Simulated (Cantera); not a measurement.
Feed: 1 mol Ti(OiPr)4, 1 mol C3H8, 36 mol H2, equilibrated at 1102 °C.

Method: chemical equilibrium by Gibbs-energy minimisation in Cantera with the NASA 1993 tables (ideal gas, pure condensed phases). Candidate condensed phases: C, C6H6, C7H8, C8H18, H2O, Ti, TiC, TiO, TiO2, Ti2O3, Ti3O5, Ti4O7; 113 gas species. The feed counts by its element totals alone. TiC: taken at fixed stoichiometry. Equilibrium is a limit: real reactors are often held back by kinetics, nucleation or transport.

x: gas mole fraction; n: condensed amount in mol.

```csv
P (Pa),x H2,x CO,x CH4,x H,x H2O,x CO2,x C2H4,n C(graphite),n TiC(s),n Ti3O5(s)
10,0.931,0.0690,4.31e-7,0.000331,2.95e-8,___,1.72e-10,10.00,1.00,0
37,0.931,0.0690,1.60e-6,0.000172,1.09e-7,___,6.36e-10,10.00,1.00,0
140,0.931,0.0690,6.04e-6,8.84e-5,4.14e-7,___,2.41e-9,10.00,1.00,0
520,0.931,0.0690,2.24e-5,4.58e-5,1.54e-6,___,8.94e-9,10.00,1.00,0
1900,0.931,0.0690,8.20e-5,2.40e-5,5.61e-6,___,3.27e-8,10.00,1.00,0
7200,0.931,0.0690,0.000310,1.23e-5,2.13e-5,___,1.24e-7,9.98,1.00,0
27000,0.930,0.0690,0.00116,6.36e-6,7.97e-5,___,4.63e-7,9.94,1.00,0
100000,0.954,0.0414,0.00453,3.35e-6,0.000182,___,1.81e-6,12.4,0,0.333
```

Task: Fill in the missing entries.

Result: 
- 10, x CO2: 1.06e-9
- 37, x CO2: 3.92e-9
- 140, x CO2: 1.48e-8
- 520, x CO2: 5.50e-8
- 1900, x CO2: 2.01e-7
- 7200, x CO2: 7.62e-7
- 27000, x CO2: 2.86e-6
- 100000, x CO2: 3.82e-6
